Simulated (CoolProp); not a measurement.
A Linde-Hampson liquefier for nitrogen: isothermal reversible compression at 200 K from 1 atm to 5 MPa, throttling to 1 atm, return gas leaving the recuperator 10 K below the feed. Each further row changes one setting.

Model: reference Helmholtz-energy equation of state, Span 2000, in CoolProp.

```
case                        liquid yield per pass  compression work (kJ/kg of gas)
--------------------------  ---------------------  -------------------------------
as stated                              (withheld)                              225
high pressure 10 MPa                   (withheld)                       (withheld)
warm-end temperature 230 K             (withheld)                       (withheld)
warm-end gap 15 K                      (withheld)                              225
```

Task: Fill in the missing entries.

Result: 
- as stated, liquid yield per pass: 0.045
- high pressure 10 MPa, liquid yield per pass: 0.120
- high pressure 10 MPa, compression work (kJ/kg of gas): 261
- warm-end temperature 230 K, liquid yield per pass: 0.022
- warm-end temperature 230 K, compression work (kJ/kg of gas): 262
- warm-end gap 15 K, liquid yield per pass: 0.029
